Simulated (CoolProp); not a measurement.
Properties of methane along the isobar 61.4 bar.

Model: reference Helmholtz-energy equation of state, Setzmann 1991, in CoolProp.

| T (K) | phase | density (kg/m³) | conductivity (mW/(m K)) |
|---|---|---|---|
| 133.6 | liquid | 396.0 | 161 |
| 140.8 | liquid | 384.5 | 151 |
| 147.9 | liquid | 372.6 | 141 |
| 155 | liquid | 359.7 | 132 |
| 162.2 | liquid | 345.6 | 122 |
| 169.3 | liquid | 330.0 | 112 |
| 176.5 | liquid | 311.8 | 102 |
| 183.6 | liquid | 290.0 | 92.1 |
| 190.7 | supercritical | 260.4 | 82.7 |
| 197.9 | supercritical | 205.5 | 70.8 |
| 205 | supercritical | 124.5 | 52.0 |
| 212.1 | supercritical | 97.41 | 41.8 |
| 219.3 | supercritical | 84.03 | 38.2 |
| 226.4 | supercritical | 75.52 | 36.6 |
| 233.5 | supercritical | 69.31 | 35.9 |

Thermal conductivity comes from a separate model (Friend 1989).
